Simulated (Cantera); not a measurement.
A perfectly stirred reactor is fed with H2 : O2 : N2 = 1.9 : 1 : 1.2 (molar parts), at 35000 Pa; it is held at 1250 K, and followed from long to short residence time.

Computed with Cantera and the H2/O2 subset of GRI-Mech 3.0, which has no nitrogen chemistry. The temperature is held fixed by assumption; the heat of reaction is taken as removed at once.

What does this change do: temperature 1250 to 1075 K?


```csv
quantity,before,after
x(H2) at τ = 19.0 s,0.000148,0.00111
x(O2) at τ = 19.0 s,0.0159,0.0164
x(H) at τ = 19.0 s,2.64e-6,1.88e-6
x(HO2) at τ = 19.0 s,1.39e-6,1.08e-5
x(O) at τ = 19.0 s,3.24e-6,6.46e-7
x(H2) at τ = 95.0 ms,0.00421,0.00861
x(O2) at τ = 95.0 ms,0.0178,0.0201
x(H) at τ = 95.0 ms,0.000453,0.000284
x(HO2) at τ = 95.0 ms,1.34e-5,2.49e-5
x(O) at τ = 95.0 ms,0.000140,6.44e-5
```

What does this change do: H2 1.9 to 0.66 parts?


```json
[
 {"quantity": "x(H2) at τ = 19.0 s", "before": "0.000148", "after": "1.73e-5"},
 {"quantity": "x(O2) at τ = 19.0 s", "before": "0.0159", "after": "0.265"},
 {"quantity": "x(H) at τ = 19.0 s", "before": "2.64e-6", "after": "1.36e-7"},
 {"quantity": "x(HO2) at τ = 19.0 s", "before": "1.39e-6", "after": "7.85e-7"},
 {"quantity": "x(O) at τ = 19.0 s", "before": "3.24e-6", "after": "4.91e-6"},
 {"quantity": "x(H2) at τ = 95.0 ms", "before": "0.00421", "after": "0.000583"},
 {"quantity": "x(O2) at τ = 95.0 ms", "before": "0.0178", "after": "0.265"},
 {"quantity": "x(H) at τ = 95.0 ms", "before": "0.000453", "after": "2.83e-5"},
 {"quantity": "x(HO2) at τ = 95.0 ms", "before": "1.34e-5", "after": "1.93e-5"},
 {"quantity": "x(O) at τ = 95.0 ms", "before": "0.000140", "after": "0.000190"}
]
```
